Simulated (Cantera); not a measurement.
A perfectly stirred reactor is fed with CH₄ : C₂H₆ : O₂ : N₂ = 1 : 0.81 : 5.76 : 21.6 (molar parts), at 0.340 bar; it is adiabatic with a 600 K inlet, and is followed from long to short residence time, starting on the burning branch (τ in s: 0.35, 0.14, 0.052, 0.02, 0.0075, 0.0029, 0.0011, 0.00042, 0.00016, 6.2e-05, 2.4e-05, 9e-06).

Cantera simulation using GRI-Mech 3.0 (53 species, 325 reactions); the numbers are that mechanism's predictions, not measurements.

Problem. What does this change do: O2 5.76 to 4 parts?

Solution. 
| quantity | before | after |
|---|---|---|
| blow-out, bracketed by the residence times tried | burning at 0.160 ms, out at 62.0 µs | burning at 0.420 ms, out at 0.160 ms |
| x(CH₄) at τ = 0.350 s | 6.24e-7 | 3.04e-6 |
| x(C₂H₆) at τ = 0.350 s | 6.46e-8 | 2.13e-7 |
| x(O₂) at τ = 0.350 s | 0.0323 | 0.000350 |
| x(NO) at τ = 0.350 s | 0.00282 | 0.000259 |
| x(OH) at τ = 0.350 s | 0.00605 | 0.00143 |
| x(CH₄) at τ = 1.10 ms | 6.71e-5 | 0.000177 |
| x(C₂H₆) at τ = 1.10 ms | 1.35e-5 | 3.07e-5 |
| x(O₂) at τ = 1.10 ms | 0.0441 | 0.00636 |
| x(NO) at τ = 1.10 ms | 4.54e-5 | 0.000110 |
| x(OH) at τ = 1.10 ms | 0.0102 | 0.00380 |

Problem. What does this change do: pressure from 0.340 bar to 10.0 bar?

Solution. 
```csv
quantity,before,after
"blow-out, bracketed by the residence times tried","burning at 0.160 ms, out at 62.0 µs","burning at 24.0 µs, out at 9.00 µs"
x(CH₄) at τ = 0.350 s,6.24e-7,6.18e-8
x(C₂H₆) at τ = 0.350 s,6.46e-8,5.57e-9
x(O₂) at τ = 0.350 s,0.0323,0.0290
x(NO) at τ = 0.350 s,0.00282,0.00499
x(OH) at τ = 0.350 s,0.00605,0.00300
x(CH₄) at τ = 1.10 ms,6.71e-5,1.32e-5
x(C₂H₆) at τ = 1.10 ms,1.35e-5,1.52e-6
x(O₂) at τ = 1.10 ms,0.0441,0.0323
x(NO) at τ = 1.10 ms,4.54e-5,0.000370
x(OH) at τ = 1.10 ms,0.0102,0.00389
```

Problem. What does this change do: pressure from 0.340 bar to 1.01 bar?

Solution. 
```
quantity                                                                       before                               after
------------------------------------------------  -----------------------------------  ----------------------------------
blow-out, bracketed by the residence times tried  burning at 0.160 ms, out at 62.0 µs  burning at 62.0 µs, out at 24.0 µs
x(CH₄) at τ = 0.350 s                                                         6.24e-7                             3.00e-7
x(C₂H₆) at τ = 0.350 s                                                        6.46e-8                             2.82e-8
x(O₂) at τ = 0.350 s                                                           0.0323                              0.0307
x(NO) at τ = 0.350 s                                                          0.00282                             0.00378
x(OH) at τ = 0.350 s                                                          0.00605                             0.00482
x(CH₄) at τ = 1.10 ms                                                         6.71e-5                             3.24e-5
x(C₂H₆) at τ = 1.10 ms                                                        1.35e-5                             6.04e-6
x(O₂) at τ = 1.10 ms                                                           0.0441                              0.0391
x(NO) at τ = 1.10 ms                                                          4.54e-5                            0.000129
x(OH) at τ = 1.10 ms                                                           0.0102                             0.00903
```
